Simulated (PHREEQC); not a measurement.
A solution holds 0.0046 mol/kgw HF, 0.02 mol/kgw (NH4)2SiF6 and 0.021 mol/kgw HCl, at 20 °C. Closed to the air; pH follows from the charge balance.

All values are PHREEQC results (ion-association model, phreeqc.dat), not measurements.

Each row changes one thing in this solution. No solid was allowed to form.

```
case                                                 pH  ionic strength (mol/kgw)  HF (mol/kgw)  F- (mol/kgw)  HF2- (mol/kgw)
-------------------------------------------------  ----  ------------------------  ------------  ------------  --------------
as made                                            1.76                    0.0807       0.00553      0.000302         6.12e-6
temperature from 20 to 50 °C                       1.80                    0.0781        0.0108      0.000373         1.74e-5
(NH4)2SiF6 from 0.02 to 0.004 mol/kgw              1.74                    0.0329       0.00502      0.000240         4.42e-6
HCl left out                                       2.82                    0.0617       0.00305       0.00188         2.11e-5
temperature from 20 to 60 °C                       1.82                    0.0766        0.0137      0.000411         2.47e-5
diluted 2-fold with water                          2.05                    0.0399       0.00381      0.000382         5.36e-6
(NH4)2SiF6 replaced by NaHF2 at the same molality  2.21                    0.0270        0.0378       0.00526        0.000733
(NH4)2SiF6 from 0.02 to 0.018 mol/kgw              1.76                    0.0747       0.00549      0.000296         5.98e-6
```

Some of these states are supersaturated (in Quartz (slow to form), Chalcedony (slow to form), for instance). Away from 25 °C the constants follow the database's enthalpies or fits; those with neither stay at their 25 °C values. SiF6-2 is the database's only silicon fluoride.
